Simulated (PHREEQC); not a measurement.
Dissolve 0.32 mol HF, 0.0064 mol NH4F and 9.6e-07 mol H4SiO4 per kg of water at 25 °C. Closed to the air; pH follows from the charge balance.

Computed with PHREEQC (ion-association model, phreeqc.dat).

Precipitation was switched off in this run.

Problem. Predict the pH.

Solution. pH 1.75.

Problem. In which forms is F present?

Solution. HF 88 %, HF2- 8.5 %, F- 3.9 % of the F.

SiF6-2 is the database's only silicon fluoride.
